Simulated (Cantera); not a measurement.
**Thermodynamics of silicon carbide growth, feed Si(CH3)4 + C2H2 + H2**

Input: 1 mol Si(CH3)4, 0.17 mol C2H2, 4.6 mol H2, held at 1330 Pa.

Equilibrium computed with Cantera from the NASA thermochemical tables; the gas is ideal and each condensed phase is pure. Candidate condensed phases: C, C6H6, C7H8, C8H18, Si, SiC; 87 gas species. Gases not in the tables: Si2H6 and higher silanes. The numbers say what is thermodynamically allowed, not how fast it happens.

```csv
T (K),x H2,x H,x Si,x C2H2 (acetylene),x SiC2,x Si2C,n C(graphite),n SiC(s)
1625,0.999,0.000611,1.40e-7,3.55e-5,6.53e-10,5.25e-10,3.34,1.000
1725,0.998,0.00161,1.28e-6,9.20e-5,1.18e-8,8.97e-9,3.34,1.000
1825,0.996,0.00381,9.20e-6,0.000214,1.55e-7,1.11e-7,3.34,1.000
1925,0.991,0.00824,5.36e-5,0.000454,1.54e-6,1.06e-6,3.33,0.999
2025,0.982,0.0165,0.000262,0.000889,1.22e-5,7.98e-6,3.32,0.997
2125,0.966,0.0309,0.00110,0.00162,7.88e-5,4.95e-5,3.32,0.985
2225,0.938,0.0543,0.00407,0.00275,0.000429,0.000260,3.32,0.941
2325,0.889,0.0898,0.0134,0.00434,0.00201,0.00117,3.39,0.789
```
x: gas mole fraction; n: condensed amount in mol.

From 1625 K to 2325 K the condensed part is C(graphite) + SiC(s). The main Si-bearing gas is Si throughout.
